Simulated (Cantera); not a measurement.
**Thermodynamics of roasting and sulfation, feed Fe2O3 + SO3 + H2O**

Feed: 1 mol Fe2O3, 0.075 mol SO3, a varied amount of H2O, held at 1250 K and 100 Torr.

Equilibrium computed with Cantera from the NASA thermochemical tables; the gas is ideal and each condensed phase is pure. Candidate condensed phases: Fe, FeO, Fe(OH)2, Fe(OH)3, FeS, FeSO4, FeS2, Fe2O3, Fe2(SO4)3, Fe3O4, H2O, H2SO4, S; 22 gas species. The numbers say what is thermodynamically allowed, not how fast it happens.

From 1.2 mol H2O to 8.1 mol H2O the condensed part is Fe2O3(s). The main Fe-bearing gas is Fe(OH)2 throughout.

```json
[
 {"n(H2O) (mol)": "1.2", "x H2O": "0.915", "x SO2": "0.0566", "x O2": "0.0283", "x SO3": "0.000606", "x OH": "1.74e-5", "x H2": "5.14e-7", "x H2SO4": "3.82e-8", "x O": "3.19e-8", "n Fe2O3(s)": "1.00"},
 {"n(H2O) (mol)": "1.6", "x H2O": "0.934", "x SO2": "0.0434", "x O2": "0.0217", "x SO3": "0.000407", "x OH": "1.65e-5", "x H2": "5.99e-7", "x H2SO4": "2.62e-8", "x O": "2.79e-8", "n Fe2O3(s)": "1.00"},
 {"n(H2O) (mol)": "2", "x H2O": "0.947", "x SO2": "0.0352", "x O2": "0.0176", "x SO3": "0.000298", "x OH": "1.57e-5", "x H2": "6.74e-7", "x H2SO4": "1.94e-8", "x O": "2.51e-8", "n Fe2O3(s)": "1.00"},
 {"n(H2O) (mol)": "2.7", "x H2O": "0.960", "x SO2": "0.0265", "x O2": "0.0132", "x SO3": "0.000194", "x OH": "1.48e-5", "x H2": "7.88e-7", "x H2SO4": "1.29e-8", "x O": "2.18e-8", "n Fe2O3(s)": "1.00"},
 {"n(H2O) (mol)": "3.6", "x H2O": "0.970", "x SO2": "0.0201", "x O2": "0.0100", "x SO3": "0.000128", "x OH": "1.38e-5", "x H2": "9.15e-7", "x H2SO4": "8.57e-9", "x O": "1.90e-8", "n Fe2O3(s)": "1.00"},
 {"n(H2O) (mol)": "4.7", "x H2O": "0.977", "x SO2": "0.0155", "x O2": "0.00775", "x SO3": "8.69e-5", "x OH": "1.30e-5", "x H2": "1.05e-6", "x H2SO4": "5.85e-9", "x O": "1.67e-8", "n Fe2O3(s)": "1.00"},
 {"n(H2O) (mol)": "6.2", "x H2O": "0.982", "x SO2": "0.0118", "x O2": "0.00591", "x SO3": "5.79e-5", "x OH": "1.22e-5", "x H2": "1.21e-6", "x H2SO4": "3.92e-9", "x O": "1.46e-8", "n Fe2O3(s)": "1.00"},
 {"n(H2O) (mol)": "8.1", "x H2O": "0.986", "x SO2": "0.00909", "x O2": "0.00454", "x SO3": "3.91e-5", "x OH": "1.15e-5", "x H2": "1.38e-6", "x H2SO4": "2.66e-9", "x O": "1.28e-8", "n Fe2O3(s)": "1.00"}
]
```
x: gas mole fraction; n: condensed amount in mol.
